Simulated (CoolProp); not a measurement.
Vapour-liquid equilibrium of dimethyl ether (1) + chloromethane (R40) (2) at 99.3 kPa; x and y are mole fractions of (1).

Computed with CoolProp (multi-fluid Helmholtz-energy mixture model, Wu 2011 and Thol 2014; pair parameters Bell 2016).

| x | bubble temperature (°C) | y at the bubble point | dew temperature at overall composition x (°C) | liquid density (mol/L) |
|---|---|---|---|---|
| 0.05 | -24.2 | 0.042 | -24.2 | 19.66 |
| 0.2 | -23.7 | ___ | -23.6 | ___ |
| 0.35 | -23.4 | 0.340 | -23.4 | 18.36 |
| 0.5 | -23.3 | 0.507 | -23.3 | 17.76 |
| 0.65 | -23.6 | ___ | -23.6 | ___ |
| 0.8 | -24.2 | ___ | ___ | 16.65 |
| 0.95 | -24.9 | ___ | -24.9 | ___ |

Task: What belongs in the gaps?

Result: 
- 0.2, y at the bubble point: 0.182
- 0.2, liquid density (mol/L): 18.99
- 0.65, y at the bubble point: 0.674
- 0.65, liquid density (mol/L): 17.19
- 0.8, y at the bubble point: 0.828
- 0.8, dew temperature at overall composition x (°C): -24.0
- 0.95, y at the bubble point: 0.961
- 0.95, liquid density (mol/L): 16.14

y crosses x between x = 0.35 and 0.5: the model has an azeotrope there.

The pair parameters rest on a limited set of measurements; away from them the model extrapolates.
